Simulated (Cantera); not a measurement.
A Cantera script and what it prints.

```python
import numpy as np
import cantera as ct

gas_names = """
    CL CL2 H HCL H2 Pb PbCL PbCL2 PbCL4 Pb2
""".split()
cond_names = """
    Pb(cr) Pb(L) PbCL2(s) PbCL2(L)
""".split()


# ... load() reads the species with a 1 bar reference pressure and builds the phases ...
atoms = {
    'PbCl2': {'Pb': 1, 'CL': 2},
    'HCl': {'H': 1, 'CL': 1},
    'H2': {'H': 2},
}
top_T = {}  # K; cautious upper limits of use, not melting points


# ... equilibrate(T, P, feed) seeds the gas with the atoms and calls Mixture.equilibrate('TP', solver="vcs", rtol=1e-11, max_steps=5000) ...
results = []
feed = {'PbCl2': 1, 'HCl': 1.1, 'H2': 20}  # mol
P = 150  # Pa
for T in [723, 823, 923, 1023, 1123, 1223, 1323]:
    mix = equilibrate(T, P, feed)
    results.append((T, P, feed, dict(zip(mix.species_names, mix.species_moles))))
    x = sorted(zip(gas.X, gas.species_names), reverse=True)
    print(f"T = {T:g} K  P = {P:g} Pa  gas = {mix.phase_moles(0):.4g} mol")
    print("   x: " + "  ".join(f"{s} {v:.3e}" for v, s in x if v > 1e-06))
    print("   condensed (mol): " + ("  ".join(f"{mix.phase(i).name} {mix.phase_moles(i):.4g}"
          for i in range(1, mix.n_phases) if mix.phase_moles(i) > 1e-12) or "none"))
```

It prints:

```
T = 723 K  P = 150 Pa  gas = 21.94 mol
   x: H2 8.863e-01  HCL 1.009e-01  PbCL4 7.542e-03  PbCL2 4.992e-03  PbCL 2.241e-04  Pb 2.064e-06
   condensed (mol): Pb(L) 0.7201
T = 823 K  P = 150 Pa  gas = 22.12 mol
   x: H2 8.690e-01  HCL 1.205e-01  PbCL2 8.010e-03  PbCL 2.013e-03  PbCL4 4.170e-04  Pb 8.953e-05
   condensed (mol): Pb(L) 0.7671
T = 923 K  P = 150 Pa  gas = 22.24 mol
   x: H2 8.668e-01  HCL 1.146e-01  PbCL 9.127e-03  PbCL2 7.804e-03  Pb 1.691e-03  PbCL4 2.022e-05
   condensed (mol): Pb(L) 0.5854
T = 1023 K  P = 150 Pa  gas = 22.71 mol
   x: H2 8.541e-01  HCL 1.018e-01  PbCL 2.370e-02  Pb 1.484e-02  PbCL2 5.503e-03  PbCL4 1.130e-06
   condensed (mol): none
T = 1123 K  P = 150 Pa  gas = 22.86 mol
   x: H2 8.418e-01  HCL 1.144e-01  Pb 2.431e-02  PbCL 1.769e-02  PbCL2 1.751e-03  H 1.009e-06
   condensed (mol): none
T = 1223 K  P = 150 Pa  gas = 22.96 mol
   x: H2 8.340e-01  HCL 1.224e-01  Pb 3.150e-02  PbCL 1.152e-02  PbCL2 5.430e-04  H 7.090e-06
   condensed (mol): none
T = 1323 K  P = 150 Pa  gas = 23.01 mol
   x: H2 8.294e-01  HCL 1.271e-01  Pb 3.608e-02  PbCL 7.198e-03  PbCL2 1.775e-04  H 3.729e-05  CL 4.794e-06
   condensed (mol): none
```

Method: chemical equilibrium by Gibbs-energy minimisation in Cantera with the NASA 1993 tables (ideal gas, pure condensed phases). The tables' values for PbCl4 are old estimates; treat these amounts as uncertain.
